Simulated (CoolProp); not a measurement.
Vapour-liquid equilibrium of carbon dioxide (1) + R125 (2) at -35.55 °C; x and y are mole fractions of (1).

Model: multi-fluid Helmholtz-energy mixture model, Span 1996 and Lemmon 2005; pair parameters Bell 2016, in CoolProp.

```csv
x,bubble pressure (kPa),y at the bubble point,dew pressure at overall composition x (kPa),liquid density (mol/L)
0.05,245.2,0.284,189.4,12.56
0.2,432.0,0.637,221.8,13.65
0.35,598.3,0.771,266.9,14.94
0.5,743.0,0.844,334.2,16.46
0.65,873.3,0.896,444.6,18.33
0.8,999.8,0.940,649.8,20.68
0.95,1132,0.984,1030,23.74
```

No azeotrope shows between x = 0.05 and 0.95.

The pair parameters rest on a limited set of measurements; away from them the model extrapolates.
